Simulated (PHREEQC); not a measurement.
**Sulfide liquor (model solution)**

A solution holds 0.092 mol/kgw NaHS, 0.3 mol/kgw NaHCO3 and 0.00054 mol/kgw MnCl2, at 25 °C. Closed to the air; pH follows from the charge balance.

Equilibrium calculation in PHREEQC: ion-association model, wateq4f.dat.

```
Item                      Result
-----------------  -------------
pH                          7.97
ionic strength     0.365 mol/kgw
activity of water          0.987
total alkalinity      392 meq/kg
```

| species | molality | activity | log γ |
|---|---|---|---|
| Na+ | 0.362 | 0.259 | -0.144 |
| HCO3- | 0.262 | 0.186 | -0.149 |
| HS- | 0.0871 | 0.0573 | -0.182 |
| NaHCO3 | 0.0249 | 0.0271 | 0.036 |
| NaCO3- | 0.00553 | 0.00393 | -0.149 |
| H2S | 0.00493 | 0.00537 | 0.036 |
| CO2 | 0.00417 | 0.00453 | 0.036 |
| CO3-2 | 0.00320 | 0.000813 | -0.595 |
| Cl- | 0.00108 | 0.000719 | -0.176 |
| MnCO3 | 0.000370 | 0.000402 | 0.036 |
| MnHCO3+ | 0.000147 | 0.000103 | -0.155 |
| Mn+2 | 2.28e-5 | 6.23e-6 | -0.563 |
| S-2 | 2.68e-6 | 6.46e-7 | -0.619 |
| OH- | 1.40e-6 | 9.22e-7 | -0.182 |
| MnCl+ | 2.61e-8 | 1.83e-8 | -0.155 |

No solid was allowed to form. Saturation is exceeded, for instance for Rhodochrosite; the values hold only as long as no solid forms. The polysulfide entries of wateq4f.dat were taken out for this run.
